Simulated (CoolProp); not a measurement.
Model: reference Helmholtz-energy equation of state, Lemmon 2006, in CoolProp. It is a short technical equation, of lower accuracy than the large ones.

**Question.** Give the vapour pressure (MPa), vapour density (kg/m³), liquid cp (kJ/(kg K)), surface tension (mN/m) of saturated CH3F (R41) at -23.05 °C.

**Answer.** 
```
T (°C)  p (MPa)  vapour density (kg/m³)  liquid cp (kJ/(kg K))  surface tension (mN/m)
------  -------  ----------------------  ---------------------  ----------------------
-23.05     1.03                    20.6                   2.32                    7.34
```

Surface tension comes from a separate correlation (Mulero 2012).
